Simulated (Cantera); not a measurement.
Input: 1 mol Ta, 7.5 mol CO2, 13 mol H2.

Method: chemical equilibrium by Gibbs-energy minimisation in Cantera with the NASA 1993 tables (ideal gas, pure condensed phases). Candidate condensed phases: C, C6H6, C7H8, C8H18, H2O, Ta, TaC, Ta2O5; 113 gas species. Equilibrium is a limit: real reactors are often held back by kinetics, nucleation or transport.

Stable condensed phases, one row left out:

```
T in K \ P in Pa
            0.10     1.5      22     320    4600   68000 1000000
   2275        A       A       B       B       B       B       B
   2175        A       A       B       B       B       B       B
   2075        A       B       B       B       B       B       B
   1975        A       B       B       B       B       B       B
   1775        B       B       B       B       B       B       B
   1675        B       B       B       B       B       B       B
   1575        B       B       B       B       B       B       B
   1475        B       B       B       B       B       B       B
   1375        B       B       B       B       B       B       B
   1275        B       B       B       B       B       B       B
   1175        B       B       B       B       B       B       B
```

A: gas only; B: Ta2O5.

Task: Give the row for 1875 K.

Result: 0.10: Ta2O5; 1.5: Ta2O5; 22: Ta2O5; 320: Ta2O5; 4600: Ta2O5; 68000: Ta2O5; 1000000: Ta2O5.
